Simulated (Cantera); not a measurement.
A Cantera script and its output.

```python
import numpy as np
import cantera as ct

gas = ct.Solution("gri30.yaml")
gas.TPX = 1350, 2666, {'H2': 0.16, 'O2': 1, 'N2': 0.58}
reactor = ct.IdealGasConstPressureReactor(gas, energy="off", clone=False)
net = ct.ReactorNet([reactor])
net.rtol, net.atol = 1e-08, 1e-18
show = ['H2', 'O2', 'N2O', 'O', 'H', 'H2O']
times = np.geomspace(2e-05, 3, 11)

steps = ct.SolutionArray(gas, extra=["t"])
rows = []
print(f"{'t/s':>10s}{'T/K':>9s}{'P/Pa':>11s}" + "".join(f"{s:>11s}" for s in show))
for t in times:
    while net.time < t:
        t_next = net.step()
        steps.append(gas.state, t=t_next)
    rows.append([np.interp(t, steps.t, y) for y in (steps.T, steps.P, *steps(*show).X.T)])
    print(f"{t:10.3e}{rows[-1][0]:9.1f}{rows[-1][1]:11.4g}" + "".join(f"{x:11.3e}" for x in rows[-1][2:]))
rate = np.gradient(steps.T, steps.t)
print("integrator steps:", len(steps.t))
if steps.T.max() > steps.T[0] + 200:
    print(f"time of steepest temperature rise: {steps.t[rate.argmax()]:.4e} s")
gas.TPX = 1350, 2666, {'H2': 0.16, 'O2': 1, 'N2': 0.58}
gas.equilibrate("TP")
print(f"equilibrium (TP): T = {gas.T:.1f} K  " + "  ".join(f"{s} {gas[s].X[0]:.3e}" for s in show))
```

Result:

```
       t/s      T/K       P/Pa         H2         O2        N2O          O          H        H2O
 2.000e-05   1350.0       2666  9.195e-02  5.747e-01  1.161e-15  8.620e-09  1.936e-08  3.893e-09
 6.586e-05   1350.0       2666  9.195e-02  5.747e-01  5.765e-15  8.539e-08  9.823e-08  1.044e-07
 2.169e-04   1350.0       2666  9.194e-02  5.747e-01  8.625e-14  6.074e-06  6.035e-06  1.187e-05
 7.143e-04   1350.0       2666  7.639e-03  5.163e-01  1.346e-09  4.065e-02  2.476e-02  6.701e-02
 2.352e-03   1350.0       2666  3.133e-03  5.158e-01  6.347e-09  4.261e-02  1.861e-02  7.642e-02
 7.746e-03   1350.0       2666  2.162e-03  5.292e-01  7.926e-09  2.756e-02  9.854e-03  8.381e-02
 2.551e-02   1350.0       2666  7.105e-04  5.460e-01  1.220e-08  8.505e-03  1.710e-03  9.231e-02
 8.400e-02   1350.0       2666  9.544e-05  5.528e-01  1.940e-08  1.121e-03  8.208e-05  9.547e-02
 2.766e-01   1350.0       2666  1.121e-05  5.539e-01  2.411e-08  1.319e-04  3.316e-06  9.612e-02
 9.110e-01   1350.0       2666  1.791e-06  5.541e-01  2.455e-08  2.116e-05  2.134e-07  9.628e-02
 3.000e+00   1350.0       2666  4.014e-07  5.542e-01  1.955e-08  4.765e-06  2.281e-08  9.634e-02
integrator steps: 1639
equilibrium (TP): T = 1350.0 K  H2 1.629e-07  O2 5.539e-01  N2O 4.144e-09  O 1.936e-06  H 5.931e-09  H2O 9.636e-02
```

Model: GRI-Mech 3.0 (53 species, 325 reactions), integrated in Cantera. Radical loss at walls, strong at low pressure, is not modelled. The temperature is held fixed by assumption; the heat of reaction is taken as removed at once.
